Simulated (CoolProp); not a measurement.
Vapour-liquid equilibrium of dimethyl ether (1) + R227EA (2) at 0.00302 MPa; x and y are mole fractions of (1).

Model: multi-fluid Helmholtz-energy mixture model, Wu 2011 and Lemmon 2016; pair parameters Bell 2016, in CoolProp.

| x | bubble temperature, mixture model (K) | bubble temperature, Raoult's law (K) | y, mixture model | y, Raoult's law |
|---|---|---|---|---|
| 0.05 | [?] | 197.2 | [?] | 0.091 |
| 0.2 | [?] | 195.7 | [?] | 0.324 |
| 0.35 | 200.8 | 194.3 | [?] | 0.510 |
| 0.5 | 198.4 | 193.0 | [?] | 0.661 |
| 0.65 | 195.0 | 191.9 | 0.888 | 0.785 |
| 0.8 | 192.2 | 190.8 | 0.962 | 0.888 |
| 0.95 | 190.1 | 189.9 | [?] | 0.974 |

### Question
Fill in the missing entries.

### Answer

- 0.05, bubble temperature, mixture model (K): 198.3
- 0.05, y, mixture model: 0.011
- 0.2, bubble temperature, mixture model (K): 200.4
- 0.2, y, mixture model: 0.128
- 0.35, y, mixture model: 0.414
- 0.5, y, mixture model: 0.717
- 0.95, y, mixture model: 0.993

The largest gap from Raoult's law is +6.5 K in bubble temperature, at x = 0.35. y crosses x between x = 0.2 and 0.35: the model has an azeotrope there.

The pair parameters rest on a limited set of measurements; away from them the model extrapolates.
